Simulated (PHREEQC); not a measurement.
**Copper plating or etch bath with phosphoric acid bath: an equilibrium model**

Solution A (0.0045 mol Cu(NO3)2, 0.0051 mol HNO3 and 0.0074 mol KCl per kg of water) is mixed with solution B (0.0027 mol NaH2PO4 and 0.0033 mol NiSO4 per kg of water) at 85 °C; shares are by mass of water, 1 kg in all. O2 is buffered at 0.21 atm. No CO2 enters from the air. No solid was allowed to form.

The series has 11 steps of share of solution B, from 0 to 1.

Equilibrium calculation in PHREEQC: ion-association model, wateq4f.dat.

### Question
Between which two steps does the pH jump most, and from what to what?

### Answer
Between share of solution B = 0.9 and 1: from 3.66 to 4.94.

Species that the database lacks are ignored. H3PO4, which wateq4f.dat lacks, is added to it with the constant of phreeqc.dat. Constants without temperature data keep their 25 °C values here. The database has no phosphate complexes of Cu, Ni.
